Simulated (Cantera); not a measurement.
An isothermal, constant-pressure homogeneous reactor starts with N₂O : H₂O = 1 : 0.017 (molar parts), at 1575 K and 0.0267 bar. Integrator tolerance rtol = 1e-08.

Detailed kinetics in Cantera: GRI-Mech 3.0 (53 species, 325 reactions). GRI-Mech 3.0 was tuned for natural gas; its chemistry of N2O as a main component is partial and can be far from experiment. Radical loss at walls, strong at low pressure, is not modelled. The temperature is held fixed by assumption; the heat of reaction is taken as removed at once.

**Question.** What does this change do: temperature 1575 to 1623 K?

**Answer.** 
| quantity | before | after |
|---|---|---|
| x(N₂O) at 100 s | 6.19e-6 (gas-phase equilibrium 1.79e-8) | 6.60e-6 (gas-phase equilibrium 2.17e-8) |
| x(H₂O) at 100 s | 0.0111 (gas-phase equilibrium 0.0111) | 0.0111 (gas-phase equilibrium 0.0111) |
| x(OH) at 100 s | 0.000127 (gas-phase equilibrium 0.000135) | 0.000183 (gas-phase equilibrium 0.000195) |
| x(H) at 100 s | 2.13e-7 (gas-phase equilibrium 1.97e-7) | 4.72e-7 (gas-phase equilibrium 4.34e-7) |
| x(H₂O₂) at 100 s | 2.89e-10 (gas-phase equilibrium 3.28e-10) | 3.66e-10 (gas-phase equilibrium 4.18e-10) |
| x(NO) at 100 s | 0.156 (gas-phase equilibrium 0.00199) | 0.161 (gas-phase equilibrium 0.00245) |
| x(HO₂) at 100 s | 4.98e-8 (gas-phase equilibrium 6.09e-8) | 6.68e-8 (gas-phase equilibrium 8.22e-8) |

**Question.** What does this change do: pressure from 0.0267 bar to 0.133 bar?

**Answer.** 
| quantity | before | after |
|---|---|---|
| x(N₂O) at 100 s | 6.19e-6 (gas-phase equilibrium 1.79e-8) | 5.58e-6 (gas-phase equilibrium 3.99e-8) |
| x(H₂O) at 100 s | 0.0111 (gas-phase equilibrium 0.0111) | 0.0112 (gas-phase equilibrium 0.0112) |
| x(OH) at 100 s | 0.000127 (gas-phase equilibrium 0.000135) | 8.55e-5 (gas-phase equilibrium 9.04e-5) |
| x(H) at 100 s | 2.13e-7 (gas-phase equilibrium 1.97e-7) | 6.29e-8 (gas-phase equilibrium 5.89e-8) |
| x(H₂O₂) at 100 s | 2.89e-10 (gas-phase equilibrium 3.28e-10) | 6.56e-10 (gas-phase equilibrium 7.35e-10) |
| x(NO) at 100 s | 0.156 (gas-phase equilibrium 0.00199) | 0.138 (gas-phase equilibrium 0.00199) |
| x(HO₂) at 100 s | 4.98e-8 (gas-phase equilibrium 6.09e-8) | 7.66e-8 (gas-phase equilibrium 9.12e-8) |
